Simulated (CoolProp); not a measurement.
Vapour-liquid equilibrium of R13 (1) + n-butane (2) at 132 kPa; x and y are mole fractions of (1).

The numbers come from the multi-fluid Helmholtz-energy mixture model, Platzer 1990 and Bücker 2006; pair parameters Bell 2016 in CoolProp. This equation is an older, rougher fit; its heat capacities, sound speeds and derivatives of the liquid may be far off and weren't checked against measurements.

**Question.** Give the bubble temperature and the first vapour's composition at x = 0.35, 0.575, 0.65. Is there an azeotrope?

**Answer.** x = 0.35: 209.8 K, y = 0.976; x = 0.575: 204.3 K, y = 0.986; x = 0.65: 203.0 K, y = 0.989. No azeotrope shows between x = 0.05 and 0.95.

Pair parameters are fitted to limited data, so mixtures are less certain than the pure fluids. With so large a gap from Raoult's law the liquid may split in two, which this calculation doesn't test in full.
